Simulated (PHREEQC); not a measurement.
Dissolve 0.0071 mol/kgw NH4Cl, 0.00057 mol/kgw K2HPO4 and 0.13 mol/kgw NaCl at 25 °C. Closed to the air; pH follows from the charge balance.

Computed with PHREEQC (ion-association model, phreeqc.dat).

| Item | Result |
|---|---|
| pH | 7.52 |
| ionic strength | 0.139 mol/kgw |
| specific conductance | 14300 µS/cm |
| density | 1.003 g/cm³ |
| total alkalinity | 0.570 meq/kg |

```
species  molality  activity   log γ
-------  --------  --------  ------
Cl-         0.137     0.102  -0.129
Na+         0.130    0.0997  -0.115
NH4+      0.00701   0.00501  -0.145
K+        0.00114  0.000843  -0.131
HPO4-2   0.000439  0.000148  -0.471
H2PO4-    9.30e-5   7.15e-5  -0.114
NH3       9.25e-5   9.55e-5   0.014
NaHPO4-   3.75e-5   2.88e-5  -0.114
OH-       4.58e-7   3.37e-7  -0.133
KHPO4-    3.17e-7   2.44e-7  -0.114
H+        3.68e-8   2.99e-8  -0.090
PO4-3     3.14e-8   2.24e-9  -1.147
```

This is a speciation only: nothing precipitates in the calculation.
